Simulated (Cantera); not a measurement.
# N2O furnace oxynitridation

An isothermal, constant-pressure homogeneous reactor starts with N2O : H2O = 1 : 0.042 (molar parts), at 1200 K and 1.01 bar.

Computed with Cantera and GRI-Mech 3.0 (53 species, 325 reactions). GRI-Mech 3.0 was tuned for natural gas; its chemistry of N2O as a main component is partial and can be far from experiment. The mechanism lacks the step 2 NO + O2 → 2 NO2, which can matter for NO2 below about 1400 K. The temperature is held fixed by assumption; the heat of reaction is taken as removed at once.

```csv
t (s),x N2O,x H2O,x NO,x O,x OH,x HO2
0.000500,0.959,0.0403,3.28e-5,1.95e-6,6.72e-6,3.84e-6
0.00251,0.957,0.0403,0.000146,1.94e-6,1.05e-5,4.63e-6
0.0126,0.947,0.0401,0.000641,1.87e-6,1.39e-5,2.76e-6
0.0631,0.899,0.0395,0.00321,1.71e-6,1.74e-5,1.25e-6
0.316,0.709,0.0369,0.0138,1.49e-6,1.88e-5,3.71e-7
1.59,0.281,0.0311,0.0345,9.40e-7,1.46e-5,9.46e-8
7.95,0.0165,0.0275,0.0406,1.17e-7,4.91e-6,1.99e-8
39.9,6.61e-7,0.0272,0.0402,1.38e-8,1.71e-6,9.26e-9
200,3.64e-7,0.0272,0.0402,1.38e-8,1.71e-6,9.26e-9
```
x: mole fraction; the columns are a selection and need not sum to one.

Equilibrium at this temperature and pressure: N2O 1.42e-8, H2O 0.0272, NO 0.000222, O 1.43e-8, OH 1.74e-6, HO2 9.72e-9 (gas phase only).
